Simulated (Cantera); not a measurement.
An adiabatic, constant-volume homogeneous reactor starts with C₂H₄ : O₂ : N₂ : CO₂ = 1 : 6.82 : 25.6 : 0.71 (molar parts), at 1048 K and 220000 Pa. Integrator tolerance rtol = 1e-08.

Cantera simulation using GRI-Mech 3.0 (53 species, 325 reactions); the numbers are that mechanism's predictions, not measurements. GRI-Mech 3.0 was tuned for natural gas; its chemistry of ethylene as a main component is partial and can be far from experiment.

What does this change do: initial temperature 1048 to 998 K?


```
quantity                                                              before                                      after
---------------------------------  -----------------------------------------  -----------------------------------------
time of steepest temperature rise                                    35.8 ms                                    0.175 s
temperature at 0.700 s                                                2288 K                                     2253 K
equilibrium temperature                                               2288 K                                     2253 K
x(C₂H₄) at 0.700 s                     <1e-12 (gas-phase equilibrium <1e-12)      <1e-12 (gas-phase equilibrium <1e-12)
x(O₂) at 0.700 s                         0.106 (gas-phase equilibrium 0.106)        0.106 (gas-phase equilibrium 0.106)
x(CO₂) at 0.700 s                      0.0781 (gas-phase equilibrium 0.0781)      0.0784 (gas-phase equilibrium 0.0784)
x(C₂H) at 0.700 s                      <1e-12 (gas-phase equilibrium <1e-12)      <1e-12 (gas-phase equilibrium <1e-12)
x(CO) at 0.700 s                     0.00119 (gas-phase equilibrium 0.00119)  0.000929 (gas-phase equilibrium 0.000929)
x(H₂) at 0.700 s                   0.000155 (gas-phase equilibrium 0.000155)  0.000124 (gas-phase equilibrium 0.000124)
x(C₂H₆) at 0.700 s                     <1e-12 (gas-phase equilibrium <1e-12)      <1e-12 (gas-phase equilibrium <1e-12)
```
Below about 1000 K GRI-Mech 3.0 lacks low-temperature oxidation paths.

What does this change do: pressure from 220000 Pa to 250000 Pa?


| quantity | before | after |
|---|---|---|
| time of steepest temperature rise | 35.8 ms | 38.1 ms |
| temperature at 0.700 s | 2288 K | 2290 K |
| equilibrium temperature | 2288 K | 2290 K |
| x(C₂H₄) at 0.700 s | <1e-12 (gas-phase equilibrium <1e-12) | <1e-12 (gas-phase equilibrium <1e-12) |
| x(O₂) at 0.700 s | 0.106 (gas-phase equilibrium 0.106) | 0.106 (gas-phase equilibrium 0.106) |
| x(CO₂) at 0.700 s | 0.0781 (gas-phase equilibrium 0.0781) | 0.0781 (gas-phase equilibrium 0.0781) |
| x(C₂H) at 0.700 s | <1e-12 (gas-phase equilibrium <1e-12) | <1e-12 (gas-phase equilibrium <1e-12) |
| x(CO) at 0.700 s | 0.00119 (gas-phase equilibrium 0.00119) | 0.00112 (gas-phase equilibrium 0.00112) |
| x(H₂) at 0.700 s | 0.000155 (gas-phase equilibrium 0.000155) | 0.000147 (gas-phase equilibrium 0.000147) |
| x(C₂H₆) at 0.700 s | <1e-12 (gas-phase equilibrium <1e-12) | <1e-12 (gas-phase equilibrium <1e-12) |

What does this change do: initial temperature 1048 to 1675 K?


```
quantity                                                              before                                    after
---------------------------------  -----------------------------------------  ---------------------------------------
time of steepest temperature rise                                    35.8 ms                                  11.0 µs
temperature at 0.700 s                                                2288 K                                   2670 K
equilibrium temperature                                               2288 K                                   2670 K
x(C₂H₄) at 0.700 s                     <1e-12 (gas-phase equilibrium <1e-12)    <1e-12 (gas-phase equilibrium <1e-12)
x(O₂) at 0.700 s                         0.106 (gas-phase equilibrium 0.106)      0.101 (gas-phase equilibrium 0.101)
x(CO₂) at 0.700 s                      0.0781 (gas-phase equilibrium 0.0781)    0.0686 (gas-phase equilibrium 0.0686)
x(C₂H) at 0.700 s                      <1e-12 (gas-phase equilibrium <1e-12)    <1e-12 (gas-phase equilibrium <1e-12)
x(CO) at 0.700 s                     0.00119 (gas-phase equilibrium 0.00119)  0.00987 (gas-phase equilibrium 0.00987)
x(H₂) at 0.700 s                   0.000155 (gas-phase equilibrium 0.000155)  0.00111 (gas-phase equilibrium 0.00111)
x(C₂H₆) at 0.700 s                     <1e-12 (gas-phase equilibrium <1e-12)    <1e-12 (gas-phase equilibrium <1e-12)
```
